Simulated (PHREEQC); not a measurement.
Dissolve 0.24 mol/kgw HBF4 at 25 °C. Closed to the air; pH follows from the charge balance.

Equilibrium calculation in PHREEQC: ion-association model, wateq4f.dat.

pH: 0.73
ionic strength: 0.236 mol/kgw
activity of water: 0.992
total alkalinity: -960 meq/kg

| species | molality | activity | log γ |
|---|---|---|---|
| H+ | 0.236 | 0.187 | -0.102 |
| BF4- | 0.231 | 0.154 | -0.177 |
| HF | 0.0192 | 0.0203 | 0.024 |
| BF3OH- | 0.00416 | 0.00277 | -0.177 |
| H3BO3 | 0.00416 | 0.00439 | 0.024 |
| H2F2 | 0.00102 | 0.00107 | 0.024 |
| BF2(OH)2- | 0.000278 | 0.000185 | -0.177 |
| F- | 0.000105 | 7.24e-5 | -0.159 |

Precipitation was switched off in this run. Complexes and solids missing from the database can't appear. Real BF4- forms and hydrolyses slowly; the run takes it at equilibrium.
